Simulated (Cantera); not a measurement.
Premixed flame

A freely propagating, adiabatic, planar premixed flame of CH4 : C2H6 : C3H8 : O2 : N2 : H2 = 1 : 0.11 : 0.13 : 2.53 : 9.51 : 0.1 (molar parts), equivalence ratio 1.2, unburnt at 650 K and 12000 Pa; mixture-averaged transport, grid criteria slope 0.08 and curve 0.16, no radiation.

Detailed kinetics in Cantera: GRI-Mech 3.0 (53 species, 325 reactions). Burning velocities carry a grid error of a few per cent, more on coarse grids.

| z (mm) | T (K) | u (m/s) | x CH4 | x C2H6 | x C3H8 | x C2H | x CH2O | x H |
|---|---|---|---|---|---|---|---|---|
| -6.07 | 650 | 2.09 | 0.0746 | 0.00821 | 0.00971 | <1e-8 | 6.85e-8 | 1.43e-8 |
| -4.04 | 651 | 2.09 | 0.0744 | 0.00819 | 0.00968 | <1e-8 | 1.72e-6 | 4.63e-7 |
| -3.03 | 655 | 2.12 | 0.0739 | 0.00816 | 0.00964 | <1e-8 | 1.15e-5 | 3.20e-6 |
| -2.02 | 699 | 2.28 | 0.0712 | 0.00807 | 0.00942 | <1e-8 | 0.000103 | 3.07e-5 |
| -1.01 | 1045 | 3.50 | 0.0538 | 0.00704 | 0.00613 | <1e-8 | 0.000855 | 0.000468 |
| -0.505 | 1431 | 4.90 | 0.0318 | 0.00306 | 0.00160 | 1.01e-7 | 0.00143 | 0.00213 |
| 0 | 1800 | 6.27 | 0.0100 | 0.000230 | 4.10e-5 | 2.40e-6 | 0.000904 | 0.00668 |
| 0.505 | 1985 | 6.95 | 0.00146 | 2.27e-6 | 6.08e-8 | 3.27e-6 | 0.000253 | 0.0124 |
| 1.01 | 2035 | 7.12 | 0.000122 | <1e-8 | <1e-8 | 6.62e-7 | 3.25e-5 | 0.0164 |
| 2.02 | 2054 | 7.15 | 5.71e-7 | <1e-8 | <1e-8 | <1e-8 | 1.92e-7 | 0.0194 |
| 4.04 | 2066 | 7.17 | <1e-8 | <1e-8 | <1e-8 | <1e-8 | <1e-8 | 0.0201 |
| 8.09 | 2079 | 7.21 | <1e-8 | <1e-8 | <1e-8 | <1e-8 | <1e-8 | 0.0196 |
| 16.2 | 2100 | 7.27 | <1e-8 | <1e-8 | <1e-8 | <1e-8 | <1e-8 | 0.0182 |
x: mole fraction of selected species; z is measured from the peak of heat release.

```json
{
 "laminar_burning_velocity": "208 cm/s",
 "thermal_thickness": "2.02 mm",
 "peak x(C2H)": "3.89e-6",
 "peak x(CH2O)": "0.00143",
 "peak x(H)": "0.0201",
 "grid_points": "153"
}
```
